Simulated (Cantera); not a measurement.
Input (Python, Cantera):

```python
import numpy as np
import cantera as ct

gas = ct.Solution("h2o2.yaml")
gas.TPX = 523, 100000, {'H2': 1, 'O2': 0.455, 'N2': 1.71, 'H2O': 0.098}
flame = ct.FreeFlame(gas, width=0.04)
flame.set_refine_criteria(ratio=3, slope=0.08, curve=0.16)
flame.transport_model = "mixture-averaged"
flame.solve(loglevel=0, auto=True)
z, T = flame.grid, flame.T
thick = (T[-1] - T[0]) / np.gradient(T, z).max()
show = ['H2', 'O2', 'H2O', 'O', 'H', 'HO2']
print(f"laminar burning velocity  {flame.velocity[0] * 100:.3f} cm/s")
print(f"burnt temperature         {T[-1]:.1f} K")
print(f"thermal thickness         {thick * 1e3:.4f} mm")
print(f"grid points               {len(z)}")
z0 = z[flame.heat_release_rate.argmax()]
print(f"{'z/mm':>9s}{'T/K':>9s}{'u/(m/s)':>9s}" + "".join(f"{s:>11s}" for s in show))
rows = []
for k in (-3, -2, -1.5, -1, -0.5, -0.25, 0, 0.25, 0.5, 1, 2, 4, 8):
    zz = z0 + k * thick
    rows.append([k * thick, np.interp(zz, z, T), np.interp(zz, z, flame.velocity),
                 *(np.interp(zz, z, flame.X[gas.species_index(s)]) for s in show)])
    print(f"{rows[-1][0] * 1e3:9.3f}{rows[-1][1]:9.1f}{rows[-1][2]:9.3f}" + "".join(f"{x:11.3e}" for x in rows[-1][3:]))
```

Result:

```
laminar burning velocity  590.920 cm/s
burnt temperature         2465.3 K
thermal thickness         0.4337 mm
grid points               133
     z/mm      T/K  u/(m/s)         H2         O2        H2O          O          H        HO2
   -1.301    523.0    5.909  3.065e-01  1.394e-01  3.003e-02  1.252e-15  3.985e-17  7.428e-14
   -0.867    523.0    5.909  3.065e-01  1.394e-01  3.003e-02  4.950e-13  1.637e-14  2.416e-11
   -0.650    523.0    5.909  3.065e-01  1.394e-01  3.003e-02  1.614e-11  9.459e-13  7.606e-10
   -0.434    523.0    5.909  3.064e-01  1.395e-01  3.004e-02  1.190e-09  4.555e-10  7.158e-08
   -0.217    531.8    5.982  3.029e-01  1.399e-01  3.046e-02  2.479e-06  2.714e-05  1.460e-04
   -0.108    743.5    8.151  2.705e-01  1.357e-01  4.834e-02  2.145e-04  3.926e-03  2.865e-04
    0.000   1210.5   12.808  1.706e-01  9.868e-02  1.333e-01  4.344e-03  3.236e-02  1.036e-04
    0.108   1532.5   16.001  8.223e-02  4.248e-02  2.340e-01  9.684e-03  5.619e-02  3.821e-05
    0.217   1684.3   17.458  6.133e-02  2.517e-02  2.647e-01  1.024e-02  5.478e-02  2.026e-05
    0.434   1841.9   18.906  5.795e-02  1.910e-02  2.785e-01  8.878e-03  4.362e-02  1.300e-05
    0.867   1999.1   20.294  5.614e-02  1.527e-02  2.909e-01  6.730e-03  3.151e-02  8.651e-06
    1.735   2146.6   21.550  5.233e-02  1.148e-02  3.049e-01  4.557e-03  2.121e-02  5.445e-06
    3.469   2272.7   22.590  4.725e-02  8.001e-03  3.188e-01  2.769e-03  1.348e-02  3.296e-06
```

Cantera simulation using the H2/O2 subset of GRI-Mech 3.0, which has no nitrogen chemistry; the numbers are that mechanism's predictions, not measurements. Burning velocities carry a grid error of a few per cent, more on coarse grids.
